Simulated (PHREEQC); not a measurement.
A solution holds 0.05 mol/kgw Na2SO4, at 20 °C. Closed to the air; pH follows from the charge balance.

Computed with PHREEQC (ion-association model, phreeqc.dat).

The ionic strength comes out as 0.137 mol/kgw. What activity coefficients do SO4-2, NaSO4-, Na+ get?

SO4-2 0.34, NaSO4- 0.77, Na+ 0.77.

No solid was allowed to form. Species that the database lacks are ignored.
